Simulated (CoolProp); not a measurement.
Vapour-liquid equilibrium of R1234ze(E) (1) + n-pentane (2) at 3.44 bar; x and y are mole fractions of (1).

Computed with CoolProp (multi-fluid Helmholtz-energy mixture model, Thol 2016 and Thol 2019; pair parameters Bell 2016).

| x | bubble temperature (K) | y at the bubble point | dew temperature at overall composition x (K) | liquid density (mol/L) |
|---|---|---|---|---|
| 0.05 | 335.5 | 0.339 | ___ | 8.103 |
| 0.15 | 316.2 | 0.653 | 344.3 | 8.500 |
| 0.25 | 305.7 | 0.773 | ___ | 8.778 |
| 0.35 | 299.8 | 0.829 | 335.0 | 8.999 |
| 0.45 | 296.1 | 0.861 | 329.6 | 9.196 |
| 0.55 | 293.8 | 0.883 | 323.5 | 9.387 |
| 0.65 | 291.9 | 0.901 | 316.4 | 9.587 |
| 0.75 | 290.4 | 0.919 | 307.9 | ___ |
| 0.85 | 288.8 | 0.942 | 297.4 | 10.06 |
| 0.95 | ___ | ___ | 288.4 | 10.36 |

### Question
Complete the blanks.

### Answer

- 0.05, dew temperature at overall composition x (K): 348.5
- 0.25, dew temperature at overall composition x (K): 339.9
- 0.75, liquid density (mol/L): 9.809
- 0.95, bubble temperature (K): 287.2
- 0.95, y at the bubble point: 0.976

No azeotrope shows between x = 0.05 and 0.95.

The pair parameters rest on a limited set of measurements; away from them the model extrapolates. With so large a gap from Raoult's law the liquid may split in two, which this calculation doesn't test in full.
